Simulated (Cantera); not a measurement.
An adiabatic, constant-volume homogeneous reactor starts with H2 : O2 : N2 = 1 : 0.667 : 5.9 (molar parts), at 1373 K and 26.6 atm.

Detailed kinetics in Cantera: GRI-Mech 3.0 (53 species, 325 reactions). The hydrogen kinetics of GRI-Mech 3.0 are dated; newer H2 mechanisms differ, most at raised pressure. The pressure lies above the range GRI-Mech 3.0 was tuned for (to about 10 atm).

Problem. Predict: time of steepest temperature rise; temperature at 5.00 s; equilibrium temperature; x(H2) at 5.00 s; x(O2) at 5.00 s; x(H2O2) at 5.00 s; x(HO2) at 5.00 s; x(O) at 5.00 s; x(N2O) at 5.00 s; x(OH) at 5.00 s.

Solution. 
* **time of steepest temperature rise**: 6.66 µs
* **temperature at 5.00 s**: 2488 K
* **equilibrium temperature**: 2488 K
* **x(H2) at 5.00 s**: 0.000830 (gas-phase equilibrium 0.000830)
* **x(O2) at 5.00 s**: 0.0195 (gas-phase equilibrium 0.0195)
* **x(H2O2) at 5.00 s**: 8.99e-7 (gas-phase equilibrium 8.99e-7)
* **x(HO2) at 5.00 s**: 7.13e-6 (gas-phase equilibrium 7.13e-6)
* **x(O) at 5.00 s**: 0.000283 (gas-phase equilibrium 0.000283)
* **x(N2O) at 5.00 s**: 2.72e-6 (gas-phase equilibrium 2.72e-6)
* **x(OH) at 5.00 s**: 0.00349 (gas-phase equilibrium 0.00349)
